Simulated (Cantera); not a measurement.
A counterflow diffusion flame at 2.40 bar, nozzles 20 mm apart: fuel side C3H8 = 1 (molar parts) at 450 K, oxidiser side O2 : N2 = 0.27 : 0.73 (molar parts) at 450 K, fuel mass flux 1.1 times the oxidiser's; mixture-averaged transport, no radiation.

Computed with Cantera and GRI-Mech 3.0 (53 species, 325 reactions). GRI-Mech 3.0 was tuned for natural gas; its chemistry of propane as a main component is partial and can be far from experiment. GRI-Mech 3.0 has no aromatics or soot, which form on the fuel side of real flames. The maximum strain rate includes the flame's own expansion and is several times the mean.

x: mole fraction; the columns are a selection and need not sum to one.

```
oxidiser flux (kg/m²/s)  max strain (1/s)  mean strain (1/s)  T max (K)  peak x OH  peak x H  peak x NO  peak x CO  peak x C2H2
-----------------------  ----------------  -----------------  ---------  ---------  --------  ---------  ---------  -----------
0.6                                   199               27.7       2458     0.0114   0.00369          …      0.105       0.0572
0.89                                  287               41.2       2431     0.0116   0.00392          …      0.102       0.0564
1.3                                   410               60.1       2403     0.0118   0.00416          …     0.0991       0.0551
2                                     617               92.5       2373     0.0120   0.00448          …     0.0966       0.0533
3                                     905                139       2347     0.0122   0.00484          …     0.0949       0.0514
4.4                                  1300                203       2323     0.0123   0.00518          …     0.0936       0.0493
6.6                                  1900                305       2294     0.0123   0.00554          …     0.0923       0.0468
9.8                                  2750                453       2263     0.0121   0.00587          …     0.0913       0.0440
15                                   4080                694       2227     0.0117   0.00618          …     0.0906       0.0406
```

### Question
What belongs in the gaps?

### Answer

- 0.6, peak x NO: 0.000870
- 0.89, peak x NO: 0.000741
- 1.3, peak x NO: 0.000649
- 2, peak x NO: 0.000568
- 3, peak x NO: 0.000505
- 4.4, peak x NO: 0.000451
- 6.6, peak x NO: 0.000393
- 9.8, peak x NO: 0.000334
- 15, peak x NO: 0.000271
